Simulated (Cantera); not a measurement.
Input: 1 mol MgSO4, 0.2 mol CO2, 2.4 mol H2, at 1000 Pa.

These are equilibrium values from Cantera (NASA tables, ideal gas, pure condensed phases), not measurements of a reactor. Candidate condensed phases: C, C6H6, C7H8, C8H18, H2O, H2SO4, Mg, MgCO3, MgO, Mg(OH)2, MgS, MgSO4, S; 130 gas species. The numbers say what is thermodynamically allowed, not how fast it happens.

x: gas mole fraction; n: condensed amount in mol.

```csv
T (K),x H2O,x H2,x SO2,x S2,x CO2,x CO,x SO,x H2S,n MgO(s)
1423,0.619,0.0893,0.147,0.0677,0.0452,0.0148,0.00314,0.0125,1.00
1473,0.603,0.103,0.153,0.0640,0.0420,0.0177,0.00447,0.0108,1.00
1523,0.588,0.116,0.159,0.0598,0.0388,0.0206,0.00621,0.00924,1.000
1573,0.572,0.130,0.165,0.0554,0.0357,0.0234,0.00841,0.00791,1.000
1623,0.555,0.143,0.171,0.0508,0.0327,0.0261,0.0111,0.00674,1.000
1673,0.539,0.156,0.176,…,…,0.0286,…,…,1.000
1723,0.524,0.168,0.181,0.0412,0.0274,0.0308,0.0183,0.00483,1.000
1773,0.509,0.180,0.184,…,…,0.0328,…,…,1.000
1823,0.494,0.190,0.188,0.0314,0.0230,0.0346,0.0277,0.00338,1.000
1873,0.480,0.200,0.190,0.0267,0.0211,0.0361,0.0331,0.00279,1.000
```

### Question
Complete the blanks.

### Answer

- 1773, x S2: 0.0363
- 1773, x CO2: 0.0250
- 1773, x SO: 0.0227
- 1773, x H2S: 0.00406
- 1673, x S2: 0.0461
- 1673, x CO2: 0.0299
- 1673, x SO: 0.0144
- 1673, x H2S: 0.00572
